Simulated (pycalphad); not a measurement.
CALPHAD calculation (pycalphad, COST 507 light-alloy database (1999)), 1 atm. The data set is of 1999 and partly superseded. Diffusion is slow at the low end, where real alloys seldom reach equilibrium.

Molar enthalpy of Al-0.2Si-0.42Fe (at.%) in equilibrium (SER reference):

| T (K) | H (kJ/mol) | phases |
|---|---|---|
| 1850 | 57.64 | liquid |
| 1770 | 55.10 | liquid |
| 1690 | 52.55 | liquid |
| 1610 | 50.01 | liquid |
| 1530 | 47.47 | liquid |
| 1450 | 44.93 | liquid |
| 1370 | 42.38 | liquid |
| 1290 | 39.84 | liquid |
| 1210 | 37.30 | liquid |
| 1130 | 34.76 | liquid |
| 1050 | 32.22 | liquid |
| 970 | 29.68 | liquid |
| 930 | 28.41 | liquid |
| 890 | 16.27 | fcc + AL13FE4 |
| 850 | 14.98 | fcc + AL13FE4 |
| 810 | 13.69 | fcc + AL13FE4 + ALFESI_ALPHA |
| 730 | 11.22 | fcc + ALFESI_ALPHA + AL13FE4 |
| 650 | 8.87 | fcc + ALFESI_ALPHA |
| 570 | 6.60 | fcc + ALFESI_ALPHA |

Cooling from 930 K to 890 K, across the freezing range, releases 12.1 kJ/mol, or 448 J/g. The slope is 32 J/(mol K) in the liquid and 32 J/(mol K) just below the solidus, where it includes any heat of precipitation. Liquidus 929 K, solidus 915 K. Changes were sought between steps of 40 K, so a narrower field can be missed.

Database names, with the compositions (at.%) that they take in these runs: AL13FE4: Al 76 Fe 24; ALFESI_ALPHA: Al 72-74 Fe 19 Si 7-9.
